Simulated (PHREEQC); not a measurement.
Consider water at 25 °C with 0.23 mol/kgw HBr and 0.00028 mol/kgw NiCl2. Closed to the air; pH follows from the charge balance.

All values are PHREEQC results (ion-association model, wateq4f.dat), not measurements.

Precipitation was switched off in this run.

Q: Estimate the pH.

A: pH 0.74.

Q: In which forms is Ni present?

A: Ni+2 82 %, NiBr+ 18 % of the Ni.
